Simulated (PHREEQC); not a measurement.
Consider water at 20 °C with 0.046 mol/kgw HF, 0.00032 mol/kgw NaF, 0.0041 mol/kgw (NH4)2SiF6 and 0.049 mol/kgw H3PO4. Closed to the air; pH follows from the charge balance.

Computed with PHREEQC (ion-association model, phreeqc.dat).

| quantity | before | after |
|---|---|---|
| pH | 1.78 | 2.42 |
| ionic strength (mol/kgw) | 0.0316 | 0.00532 |
| HF (mol/kgw) | 0.0433 | 0.00383 |
| H3PO4 (mol/kgw) | 0.0324 | 0.00160 |
| H2PO4- (mol/kgw) | 0.0166 | 0.00330 |
| F- (mol/kgw) | 0.00228 | 0.000798 |
| SI of Quartz (SiO2) | -5.57 | -1.37 |

Question: What was changed between the two runs?
A. diluted 10-fold with water
B. HF from 0.046 to 0.23 mol/kgw
C. H3PO4 replaced by NaH2PO4 at the same molality
D. (NH4)2SiF6 replaced by K2SiO3 at the same molality
E. temperature from 20 to 35 °C

Answer: A, diluted 10-fold with water

No solid was allowed to form. SiF6-2 is the database's only silicon fluoride.
